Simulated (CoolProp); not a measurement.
A single-stage vapour-compression cycle with sulfur dioxide: evaporating at 327.15 K (dew point), condensing at 381.15 K (bubble point), superheat 0 K, subcooling 8 K, compressor efficiency 0.75, no pressure losses. Each further row changes one setting.

The numbers come from the reference Helmholtz-energy equation of state, Gao 2016 in CoolProp.

| case | cooling COP | pressure ratio | discharge temperature (K) | refrigerating effect (kJ/kg) | volumetric capacity (kJ/m³) |
|---|---|---|---|---|---|
| as stated | 3.67 | 3.48 | 444.8 | 253 | 6390 |
| evaporating temperature 332.15 K | ? | ? | ? | 254 | ? |
| condensing temperature 376.15 K | ? | ? | 434.4 | ? | 6600 |
| subcooling 13 K | ? | 3.48 | 444.8 | 262 | 6600 |
| superheat 10 K | 3.62 | 3.48 | 458.2 | 262 | 6300 |
| compressor efficiency 0.65 | 3.18 | 3.48 | 456.8 | 253 | 6390 |

Problem. What belongs in the gaps?

Solution. 
- evaporating temperature 332.15 K, cooling COP: 4.18
- evaporating temperature 332.15 K, pressure ratio: 3.04
- evaporating temperature 332.15 K, discharge temperature (K): 437.2
- evaporating temperature 332.15 K, volumetric capacity (kJ/m³): 7320
- condensing temperature 376.15 K, cooling COP: 4.16
- condensing temperature 376.15 K, pressure ratio: 3.15
- condensing temperature 376.15 K, refrigerating effect (kJ/kg): 261
- subcooling 13 K, cooling COP: 3.79
